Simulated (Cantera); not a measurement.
What does this Cantera script print?

```python
import numpy as np
import cantera as ct

gas_names = """
    H H2 H2S N NH NH2 NH3 N2 N2H2 N2H4 Pb PbS Pb2 S SH SN S2 S8
""".split()
cond_names = """
    Pb(cr) Pb(L) PbS(s) PbS(L) S(cr1) S(cr2) S(L)
""".split()


# ... load() reads the species with a 1 bar reference pressure and builds the phases ...
atoms = {
    'PbS': {'Pb': 1, 'S': 1},
    'H2': {'H': 2},
    'N2': {'N': 2},
}
top_T = {}  # K; cautious upper limits of use, not melting points


# ... equilibrate(T, P, feed) seeds the gas with the atoms and calls Mixture.equilibrate('TP', solver="vcs", rtol=1e-11, max_steps=5000) ...
results = []
feed = {'PbS': 1, 'H2': 170, 'N2': 5.1}  # mol
T = 1273.15  # K
for P in [10, 52, 270, 1400, 7200, 37000, 190000, 1000000]:
    mix = equilibrate(T, P, feed)
    results.append((T, P, feed, dict(zip(mix.species_names, mix.species_moles))))

top = {s: max(r[3][s] / sum(r[3][g] for g in gas_names) for r in results) for s in gas_names}
cols = sorted((s for s in top if top[s] > 1e-06), key=lambda s: -top[s])[:6]
seen = [c for c in cond_names if any(r[3].get(c, 0) > 1e-12 for r in results)]
print("log10 of partial pressures in bar; condensed amounts in mol")
print(f"{'P/Pa':>10s}" + "".join(f"{s[:9]:>10s}" for s in cols + seen))
for T, P, feed, n in results:
    ng = sum(n[g] for g in gas_names)
    print(f"{P:10.4g}" + "".join(f"{np.log10(max(n[s] / ng * P / 1e5, 1e-99)):10.3f}" for s in cols)
          + "".join(f"{n.get(c, 0):10.4g}" for c in seen))
```

Output:

```
log10 of partial pressures in bar; condensed amounts in mol
      P/Pa        H2        N2       H2S        Pb       PbS        S2     Pb(L)
        10    -4.017    -5.538    -6.527    -6.378    -6.829    -7.265         0
        52    -3.301    -4.822    -5.728    -5.685    -6.053    -7.098         0
       270    -2.586    -4.107    -4.988    -4.977    -5.320    -7.049         0
      1400    -1.871    -3.392    -4.267    -4.264    -4.601    -7.037         0
      7200    -1.160    -2.681    -3.554    -3.553    -3.889    -7.034         0
   3.7e+04    -0.449    -1.970    -2.843    -2.843    -3.178    -7.033         0
   1.9e+05     0.263    -1.258    -2.013    -2.735    -2.952    -6.796    0.7271
     1e+06     0.984    -0.537    -1.253    -2.735    -2.914    -6.719    0.9464
```

Equilibrium computed with Cantera from the NASA thermochemical tables; the gas is ideal and each condensed phase is pure. Gases not in the tables: S3 to S7.
